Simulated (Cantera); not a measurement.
Charge: 1 mol Si₂H₆, 2.2 mol O₃, held at 973.15 K and 7.80 Pa.

Method: chemical equilibrium by Gibbs-energy minimisation in Cantera with the NASA 1993 tables (ideal gas, pure condensed phases). Candidate condensed phases: H₂O, Si, SiO₂; 18 gas species. The feed counts by its element totals alone. Kinetics and transport are ignored.

Task: What is the equilibrium state?

Result: 
```json
{
 "x(H₂O)": "0.867",
 "x(H₂)": "0.133",
 "n(SiO₂(β-quartz))": "2.00 mol",
 "gas_amount": "3.000 mol",
 "log10 activity of Si(s) (absent)": "-20.24"
}
```
